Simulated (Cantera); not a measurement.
**Pyrogenic steam for wet oxidation**

An isothermal, constant-pressure homogeneous reactor starts with H2 : O2 : N2 = 0.99 : 1 : 7.1 (molar parts), equivalence ratio 0.49, at 1098 K and 0.133 bar.

Cantera simulation using GRI-Mech 3.0 (53 species, 325 reactions); the numbers are that mechanism's predictions, not measurements. The temperature is held fixed by assumption; the heat of reaction is taken as removed at once.

```csv
t (s),x H2,x O2,x OH,x O,x NO2
4.00e-6,0.109,0.110,1.27e-12,1.54e-12,<1e-12
1.32e-5,0.109,0.110,8.95e-12,1.42e-11,<1e-12
4.35e-5,0.109,0.110,5.63e-11,1.15e-10,<1e-12
0.000143,0.109,0.110,7.53e-10,1.67e-9,<1e-12
0.000473,0.109,0.110,6.41e-7,1.43e-6,<1e-12
0.00156,0.00775,0.0631,0.00196,0.00617,1.02e-10
0.00514,0.000791,0.0588,0.000490,0.000472,1.61e-9
0.0169,5.14e-5,0.0587,0.000107,2.61e-5,2.01e-8
0.0558,4.27e-6,0.0587,3.52e-5,2.68e-6,4.34e-8
0.184,5.47e-7,0.0587,1.46e-5,4.56e-7,4.00e-8
0.607,1.09e-7,0.0588,6.97e-6,1.05e-7,2.51e-8
2.00,2.72e-8,0.0588,3.60e-6,2.81e-8,1.43e-8
```
x: mole fraction; the columns are a selection and need not sum to one.

Equilibrium at this temperature and pressure: H2 1.64e-9, O2 0.0587, OH 8.53e-7, O 1.59e-9, NO2 2.53e-7 (gas phase only).
